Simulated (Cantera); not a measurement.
Input: 1 mol Si, 1 mol Cl₂, 3.7 mol H₂, equilibrated at 1200 Torr.

These are equilibrium values from Cantera (NASA tables, ideal gas, pure condensed phases), not measurements of a reactor. Candidate condensed phases: Si; 19 gas species. The tables' values for SiCl₃ are old estimates; treat these amounts as uncertain. Equilibrium is a limit: real reactors are often held back by kinetics, nucleation or transport. All values below are at 1123 K.

Base state: H₂ 0.848, SiCl₄ 0.0744, SiHCl₃ 0.0466, HCl 0.0232, SiH₂Cl₂ 0.00357, SiCl₃ 0.00284, SiCl₂ 0.00134, SiH₃Cl 7.32e-5 (mole fractions); condensed: Si(s).

Problem. What changes in the equilibrium state with this change: pressure from 1200 Torr to 13500 Torr?

Solution. 
```
species      before     after
----------  -------  --------
H₂            0.848     0.846
SiHCl₃       0.0466    0.0712
SiCl₄        0.0744    0.0585
HCl          0.0232    0.0119
SiH₂Cl₂     0.00357    0.0106
SiH₃Cl      7.32e-5  0.000422
SiCl₂       0.00134  0.000355
Si(s), mol    0.462     0.414
```
